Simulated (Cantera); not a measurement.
Cantera run:

```python
import numpy as np
import cantera as ct

gas_names = """
    Ca CaF CaF2 Ca2 F F2 H HF H2 H2F2 H3F3 H4F4 H5F5 H6F6 H7F7
""".split()
cond_names = """
    Ca(a) Ca(b) Ca(L) CaF2(a) CaF2(b) CaF2(L)
""".split()


# ... load() reads the species with a 1 bar reference pressure and builds the phases ...
atoms = {
    'CaF2': {'Ca': 1, 'F': 2},
    'HF': {'H': 1, 'F': 1},
    'H2': {'H': 2},
}
top_T = {}  # K; cautious upper limits of use, not melting points


# ... equilibrate(T, P, feed) seeds the gas with the atoms and calls Mixture.equilibrate('TP', solver="vcs", rtol=1e-11, max_steps=5000) ...
results = []
feed = {'CaF2': 1, 'HF': 0.026, 'H2': 0.25}  # mol
T = 1448.15  # K
P = 1333.22  # Pa
mix = equilibrate(T, P, feed)
results.append((T, P, feed, dict(zip(mix.species_names, mix.species_moles))))
print(gas.report(threshold=0.0001))
for i in range(1, mix.n_phases):
    print(f"{mix.phase(i).name:16s} {mix.phase_moles(i):12.5e} mol")
```

Result:

```
       temperature   1448.2 K
          pressure   1333.2 Pa
           density   0.00041129 kg/m^3
  mean mol. weight   3.7145 kg/kmol
   phase of matter   gas

                          1 kg             1 kmol
                     ---------------   ---------------
          enthalpy         2.412e+06        8.9593e+06  J
   internal energy       -8.2954e+05       -3.0813e+06  J
           entropy             59315        2.2032e+05  J/K
    Gibbs function       -8.3485e+07        -3.101e+08  J
 heat capacity c_p            8653.1             32142  J/K
 heat capacity c_v            6414.7             23827  J/K

                      mass frac. Y      mole frac. X     chem. pot. / RT
                     ---------------   ---------------   ---------------
                HF           0.50734          0.094194           -52.997
                H2           0.49155           0.90568           -22.918
     [  +13 minor]         0.0011136        0.00012812

Ca(L)             0.00000e+00 mol
CaF2(b)           9.99986e-01 mol
```

These are equilibrium values from Cantera (NASA tables, ideal gas, pure condensed phases), not measurements of a reactor.
